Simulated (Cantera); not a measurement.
A Cantera script and what it prints.

```python
import numpy as np
import cantera as ct

gas_names = """
    CL CL2 H HCL H2 N NH NH2 NH3 N2 N2H2 N2H4 Si SiCL SiCL2 SiCL3 SiCL4 SiH SiHCL3 SiH2 SiH2CL2 SiH3
    SiH3CL SiH4 SiN Si2 Si2N Si3
""".split()
cond_names = """
    NH4CL(a) NH4CL(b) Si(cr) Si(L) Si3N4(a)
""".split()


# ... load() reads the species with a 1 bar reference pressure and builds the phases ...
atoms = {
    'Si': {'Si': 1},
    'HCl': {'H': 1, 'CL': 1},
    'N2': {'N': 2},
}
top_T = {'Si3N4(a)': 2400}  # K; cautious upper limits of use, not melting points


# ... equilibrate(T, P, feed) seeds the gas with the atoms and calls Mixture.equilibrate('TP', solver="vcs", rtol=1e-11, max_steps=5000) ...
results = []
feed = {'Si': 1, 'HCl': 14, 'N2': 27}  # mol
T = 1450  # K
for P in [1, 5.2, 27, 140, 720, 3700, 19000, 100000]:
    mix = equilibrate(T, P, feed)
    results.append((T, P, feed, dict(zip(mix.species_names, mix.species_moles))))

top = {s: max(r[3][s] / sum(r[3][g] for g in gas_names) for r in results) for s in gas_names}
cols = sorted((s for s in top if top[s] > 0.001), key=lambda s: -top[s])[:5]
seen = [c for c in cond_names if any(r[3].get(c, 0) > 1e-12 for r in results)]
print("log10 of partial pressures in bar; condensed amounts in mol")
print(f"{'P/Pa':>10s}" + "".join(f"{s[:9]:>10s}" for s in cols + seen))
for T, P, feed, n in results:
    ng = sum(n[g] for g in gas_names)
    print(f"{P:10.4g}" + "".join(f"{np.log10(max(n[s] / ng * P / 1e5, 1e-99)):10.3f}" for s in cols)
          + "".join(f"{n.get(c, 0):10.4g}" for c in seen))
```

Result:

```
log10 of partial pressures in bar; condensed amounts in mol
      P/Pa        N2       HCL        H2     SiCL2     SiCL4
         1    -5.182    -5.542    -6.577    -6.623    -9.485
       5.2    -4.466    -4.823    -5.870    -5.919    -8.049
        27    -3.749    -4.108    -5.143    -5.237    -6.667
       140    -3.033    -3.401    -4.383    -4.606    -5.379
       720    -2.320    -2.704    -3.597    -4.078    -4.244
      3700    -1.606    -2.011    -2.811    -3.702    -3.267
   1.9e+04    -0.893    -1.313    -2.055    -3.496    -2.422
     1e+05    -0.171    -0.598    -1.315    -3.409    -1.645
```

Cantera equilibrium calculation (NASA polynomials, part measured and part estimated; ideal gas, pure solids and liquids). The tables' values for SiCl3 are old estimates; treat these amounts as uncertain.
